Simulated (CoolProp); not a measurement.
A single-stage vapour-compression cycle with the fluid: evaporating at 195.15 K (dew point), condensing at 262.15 K (bubble point), superheat 2 K, subcooling 2 K, compressor efficiency 0.6, no pressure losses. The same conditions are run with several fluids, on thermodynamics alone (safety and materials aside).

Computed with CoolProp (reference Helmholtz-energy equation of state of each fluid (fluoroethane (R161): Wu 2012; hydrogen chloride: Thol 2018; carbonyl sulfide: Lemmon 2006; R125: Lemmon 2005; propane: Lemmon 2009; propylene: Lemmon 2013)).

```tsv
fluid	cooling COP	pressure ratio	discharge temperature (K)	refrigerating effect (kJ/kg)	volumetric capacity (kJ/m³)
fluoroethane (R161)	1.34	29.8	___	340	___
hydrogen chloride	1.20	13.0	538.3	___	1110
carbonyl sulfide	1.31	20.4	468.2	250	___
R125	___	___	321.2	107	142
propane	1.35	22.5	___	317	___
propylene	1.34	20.9	367.1	329	170
```

Task: What belongs in the gaps?

Result: 
- fluoroethane (R161), discharge temperature (K): 402.4
- fluoroethane (R161), volumetric capacity (kJ/m³): 101
- hydrogen chloride, refrigerating effect (kJ/kg): 324
- carbonyl sulfide, volumetric capacity (kJ/m³): 209
- R125, cooling COP: 1.25
- R125, pressure ratio: 26.2
- propane, discharge temperature (K): 351.0
- propane, volumetric capacity (kJ/m³): 128
